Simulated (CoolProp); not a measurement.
Properties of nitrogen at several states.

Model: reference Helmholtz-energy equation of state, Span 2000, in CoolProp.

| T (K) | p (kPa) | phase | cv (kJ/(kg K)) | speed of sound (m/s) |
|---|---|---|---|---|
| 199.2 | 2010 | gas | 0.7580 | 285.3 |
| 841.7 | 4000 | supercritical | 0.8368 | 591.9 |
| 392.1 | 35 | gas | 0.7468 | 403.4 |
| 876.5 | 11200 | supercritical | 0.8474 | 620.8 |
| 167.6 | 1290 | gas | 0.7605 | 258.7 |
| 982.9 | 10600 | supercritical | 0.8702 | 650.9 |
